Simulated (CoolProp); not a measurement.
Vapour-liquid equilibrium of CH2F2 (R32) (1) + R1234ze(E) (2) at 1200 kPa; x and y are mole fractions of (1).

Model: multi-fluid Helmholtz-energy mixture model, Tillner-Roth 1997 and Thol 2016; pair parameters Bell 2023, in CoolProp.

```
x     bubble temperature, mixture model (°C)  bubble temperature, Raoult's law (°C)  y, mixture model  y, Raoult's law
----  --------------------------------------  -------------------------------------  ----------------  ---------------
0.05                              (withheld)                                   53.3             0.117            0.141
0.15                              (withheld)                                   46.2             0.317            0.359
0.25                                    39.6                                   40.2             0.472            0.519
0.35                                    34.2                                   35.0             0.590            0.639
0.45                                    29.7                                   30.5        (withheld)            0.731
0.55                              (withheld)                                   26.4             0.759            0.805
0.65                              (withheld)                                   22.9             0.822            0.864
0.75                                    19.4                                   19.6             0.879            0.912
0.85                                    16.6                                   16.7        (withheld)            0.952
0.95                                    14.0                                   14.0             0.977            0.985
```

**Question.** What belongs in the gaps?

**Answer.** 
- 0.05, bubble temperature, mixture model (°C): 53.4
- 0.15, bubble temperature, mixture model (°C): 45.9
- 0.45, y, mixture model: 0.683
- 0.55, bubble temperature, mixture model (°C): 25.9
- 0.65, bubble temperature, mixture model (°C): 22.5
- 0.85, y, mixture model: 0.930

The largest gap from Raoult's law is -0.8 K in bubble temperature, at x = 0.35. No azeotrope shows between x = 0.05 and 0.95.

The pair parameters rest on a limited set of measurements; away from them the model extrapolates.
